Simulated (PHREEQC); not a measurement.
0.041 g of hydrous ferric oxide (600 m²/g; 0.2 weak and 0.005 strong sites per Fe, Dzombak-Morel constants, diffuse double layer) in 1 kg of water with 0.3 mol/kgw of an inert sodium salt, at 25 °C; the pH is set by adding NaOH or the inert anion's acid. Oxygen alone is held at its pressure in air (log pO2 = -0.68). No CO2 enters from the air. Nothing may precipitate in this run.

Computed with PHREEQC (ion-association model, wateq4f.dat).

Question: Predict surface charge σ (C/m²), surface potential ψ (mV) at pH = 3.67, 5.67, 10.33, 11.

Answer: 
```tsv
pH	surface charge σ (C/m²)	surface potential ψ (mV)
3.67	0.359	124
5.67	0.191	93
10.33	-0.166	-86
11	-0.244	-105
```

Species that the database lacks are ignored. The oxide is taken as insoluble; below pH 4 it would dissolve.
